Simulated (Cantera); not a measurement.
Silicon epitaxy and polysilicon growth: SiCl₄ + N₂

Feed: 1 mol SiCl₄, 130 mol N₂, at 720 Pa.

These are equilibrium values from Cantera (NASA tables, ideal gas, pure condensed phases), not measurements of a reactor. Candidate condensed phases: Si, Si₃N₄; 13 gas species. The tables' values for SiCl₃ are old estimates; treat these amounts as uncertain. Rates play no part.

| T (K) | x N₂ | x SiCl₄ | x Cl | x SiCl₃ |
|---|---|---|---|---|
| 975 | 0.992 | 0.00763 | 2.78e-7 | 2.93e-7 |
| 1025 | 0.992 | 0.00763 | 9.16e-7 | 9.50e-7 |
| 1075 | 0.992 | 0.00763 | 2.70e-6 | 2.76e-6 |
| 1125 | 0.992 | 0.00763 | 7.24e-6 | 7.25e-6 |
| 1175 | 0.992 | 0.00762 | 1.79e-5 | 1.75e-5 |
| 1225 | 0.992 | 0.00759 | 4.15e-5 | 3.90e-5 |
| 1275 | 0.992 | 0.00755 | 9.05e-5 | 8.05e-5 |
| 1325 | 0.992 | 0.00746 | 0.000188 | 0.000155 |
| 1375 | 0.992 | 0.00730 | 0.000373 | 0.000279 |
| 1425 | 0.992 | 0.00703 | 0.000712 | 0.000470 |
| 1475 | 0.991 | 0.00660 | 0.00130 | 0.000742 |
| 1525 | 0.990 | 0.00593 | 0.00227 | 0.00109 |
x: gas mole fraction; nothing condenses.

From 975 K to 1525 K nothing is condensed. The main Si-bearing gas is SiCl₄ throughout.
